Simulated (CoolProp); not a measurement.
C3F8 (R218) along the isotherm -2.25 °C: Z from the reference equation and from simpler models built on Tc = 71.9 °C, pc = 2.640 MPa, ω = 0.317; each cubic takes its own stable root.

Computed with CoolProp (reference Helmholtz-energy equation of state, Lemmon 2006). It is a short technical equation, of lower accuracy than the large ones.

```csv
p (MPa),phase,reference,van der Waals,Redlich-Kwong,Peng-Robinson
1.2,liquid,0.06803,0.1094,0.07688,0.06407
2.4,liquid,0.1352,0.2122,0.1509,0.1267
3.6,liquid,0.2015,0.3110,0.2227,0.1882
4.8,liquid,0.2671,0.4069,0.2928,0.2486
6,liquid,0.3321,0.5005,0.3614,0.3082
7.2,liquid,0.3965,0.5925,0.4288,0.3670
8.4,liquid,0.4603,0.6829,0.4951,0.4251
9.6,liquid,0.5237,0.7722,0.5605,0.4826
10.8,liquid,0.5866,0.8604,0.6251,0.5395
12,liquid,0.6490,0.9476,0.6889,0.5959
13.2,liquid,0.7111,1.034,0.7521,0.6519
```
